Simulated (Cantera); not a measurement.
Charge: 1 mol C2H6, 3 mol CO2, 1 mol H2, held at 602 °C and 8.25 Torr.

These are equilibrium values from Cantera (NASA tables, ideal gas, pure condensed phases), not measurements of a reactor. Candidate condensed phases: C, C6H6, C7H8, C8H18, H2O; 110 gas species. Rates play no part.

Base state: CO 0.472, H2 0.416, CO2 0.0835, H2O 0.0279, CH4 0.000263 (mole fractions); condensed: gas only.

### Question
What changes in the equilibrium state with this change: temperature from 602 °C to 1102 °C?

### Answer
```tsv
species	before	after
CO	0.472	0.512
H2	0.416	0.377
H2O	0.0279	0.0671
CO2	0.0835	0.0440
CH4	0.000263	1.13e-9
H	<1e-9	2.01e-5
```
